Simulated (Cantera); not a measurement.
An isothermal, constant-pressure homogeneous reactor starts with 1.38 % H2, 98.6 % O2, equivalence ratio 0.0070, at 1073 K and 10.00 Torr.

Detailed kinetics in Cantera: the H2/O2 subset of GRI-Mech 3.0, which has no nitrogen chemistry. Radical loss at walls, strong at low pressure, is not modelled.

x: mole fraction; the columns are a selection and need not sum to one.

```json
[
 {"t (s)": "7.00e-6", "x H2": "0.0138", "x O2": "0.986", "x HO2": "5.94e-12", "x OH": "<1e-12", "x H2O": "<1e-12", "x H": "5.69e-12", "x H2O2": "<1e-12"},
 {"t (s)": "2.39e-5", "x H2": "0.0138", "x O2": "0.986", "x HO2": "2.03e-11", "x OH": "2.64e-12", "x H2O": "<1e-12", "x H": "1.76e-11", "x H2O2": "<1e-12"},
 {"t (s)": "8.13e-5", "x H2": "0.0138", "x O2": "0.986", "x HO2": "6.92e-11", "x OH": "2.40e-11", "x H2O": "2.38e-12", "x H": "4.58e-11", "x H2O2": "<1e-12"},
 {"t (s)": "0.000277", "x H2": "0.0138", "x O2": "0.986", "x HO2": "2.36e-10", "x OH": "1.59e-10", "x H2O": "5.94e-11", "x H": "1.01e-10", "x H2O2": "<1e-12"},
 {"t (s)": "0.000945", "x H2": "0.0138", "x O2": "0.986", "x HO2": "8.15e-10", "x OH": "1.10e-9", "x H2O": "1.30e-9", "x H": "3.98e-10", "x H2O2": "<1e-12"},
 {"t (s)": "0.00322", "x H2": "0.0138", "x O2": "0.986", "x HO2": "[?]", "x OH": "[?]", "x H2O": "[?]", "x H": "[?]", "x H2O2": "1.59e-12"},
 {"t (s)": "0.0110", "x H2": "0.00520", "x O2": "0.979", "x HO2": "3.22e-6", "x OH": "0.00170", "x H2O": "0.00701", "x H": "0.00150", "x H2O2": "1.83e-7"},
 {"t (s)": "0.0374", "x H2": "[?]", "x O2": "0.978", "x HO2": "[?]", "x OH": "[?]", "x H2O": "0.0132", "x H": "[?]", "x H2O2": "2.67e-8"},
 {"t (s)": "0.128", "x H2": "2.51e-5", "x O2": "0.983", "x HO2": "1.21e-6", "x OH": "0.000358", "x H2O": "0.0136", "x H": "0.000146", "x H2O2": "2.58e-8"},
 {"t (s)": "0.435", "x H2": "4.48e-6", "x O2": "0.986", "x HO2": "5.09e-7", "x OH": "0.000153", "x H2O": "0.0138", "x H": "1.14e-5", "x H2O2": "2.07e-8"},
 {"t (s)": "1.48", "x H2": "5.15e-7", "x O2": "0.986", "x HO2": "1.32e-7", "x OH": "5.31e-5", "x H2O": "0.0139", "x H": "4.71e-7", "x H2O2": "1.08e-8"},
 {"t (s)": "5.05", "x H2": "6.09e-8", "x O2": "0.986", "x HO2": "2.55e-8", "x OH": "1.86e-5", "x H2O": "0.0139", "x H": "2.02e-8", "x H2O2": "3.36e-9"},
 {"t (s)": "17.2", "x H2": "9.27e-9", "x O2": "0.986", "x HO2": "4.98e-9", "x OH": "7.39e-6", "x H2O": "0.0139", "x H": "1.26e-9", "x H2O2": "8.18e-10"},
 {"t (s)": "58.7", "x H2": "1.83e-9", "x O2": "0.986", "x HO2": "1.30e-9", "x OH": "3.32e-6", "x H2O": "0.0139", "x H": "1.14e-10", "x H2O2": "2.00e-10"},
 {"t (s)": "200", "x H2": "4.37e-10", "x O2": "0.986", "x HO2": "7.38e-10", "x OH": "1.63e-6", "x H2O": "0.0139", "x H": "1.35e-11", "x H2O2": "5.27e-11"}
]
```

Some entries are withheld; supply them.


- 0.00322, x HO2: 3.62e-9
- 0.00322, x OH: 5.78e-8
- 0.00322, x H2O: 1.15e-7
- 0.00322, x H: 1.85e-8
- 0.0374, x H2: 6.52e-5
- 0.0374, x HO2: 1.82e-6
- 0.0374, x OH: 0.000577
- 0.0374, x H: 0.000614
